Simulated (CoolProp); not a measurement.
Computed with CoolProp (reference Helmholtz-energy equation of state, Lemmon 2003). It is a pseudo-pure fit of the blend.

Q: For R407C, give the phase and the cp (kJ/(kg K)), fugacity coefficient at 303.2 K and 139 bar; 421.3 K and 139 bar.

A: 
- 303.2 K and 139 bar: liquid; cp 1.41, fugacity coefficient 0.108
- 421.3 K and 139 bar: supercritical; cp 1.89, fugacity coefficient 0.532
